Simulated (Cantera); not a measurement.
Feed: 1 mol SiF4, 5.3 mol NH3, 8.3 mol N2, held at 925 K and 0.100 bar.

Cantera equilibrium calculation (NASA polynomials, part measured and part estimated; ideal gas, pure solids and liquids). Candidate condensed phases: Si, Si3N4; 37 gas species. The numbers say what is thermodynamically allowed, not how fast it happens.

Base state: N2 0.550, H2 0.399, SiF4 0.0502, HF 0.000228, SiHF3 5.01e-5, NH3 1.86e-5 (mole fractions); condensed: Si3N4(s).

Problem. What changes in the equilibrium state with this change: SiF4 replaced by trisilylamine?

Solution. 
```tsv
species	before	after
H2	0.399	0.568
N2	0.550	0.432
NH3	1.86e-5	2.80e-5
SiF4	0.0502	0
HF	0.000228	0
SiHF3	5.01e-5	0
Si3N4(s), mol	0.000294	1.00
```
The feed counts by its element totals alone.
